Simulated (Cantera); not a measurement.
An isothermal, constant-pressure homogeneous reactor starts with H2 : O2 : N2 = 1.4 : 1 : 0.53 (molar parts), at 800 K and 100.0 Torr. Integrator tolerance rtol = 1e-08.

Computed with Cantera and GRI-Mech 3.0 (53 species, 325 reactions). Radical loss at walls, strong at low pressure, is not modelled. Below about 950 K walls govern HO2 and H2O2 in real vessels. The temperature is held fixed by assumption; the heat of reaction is taken as removed at once.

Question: What does this change do: pressure from 100.0 Torr to 120 Torr?

Answer: 
```
quantity                                            before                                     after
----------------  ----------------------------------------  ----------------------------------------
x(H2) at 4.00 s       0.394 (gas-phase equilibrium <1e-12)      0.477 (gas-phase equilibrium <1e-12)
x(O2) at 4.00 s        0.305 (gas-phase equilibrium 0.135)       0.341 (gas-phase equilibrium 0.135)
x(H) at 4.00 s      4.90e-9 (gas-phase equilibrium <1e-12)    2.94e-8 (gas-phase equilibrium <1e-12)
x(HO2) at 4.00 s  5.44e-6 (gas-phase equilibrium 1.85e-11)  1.09e-5 (gas-phase equilibrium 1.94e-11)
x(OH) at 4.00 s   1.68e-10 (gas-phase equilibrium 3.25e-9)  6.90e-10 (gas-phase equilibrium 3.10e-9)
x(NO) at 4.00 s   3.40e-11 (gas-phase equilibrium 8.86e-7)    <1e-12 (gas-phase equilibrium 8.86e-7)
```
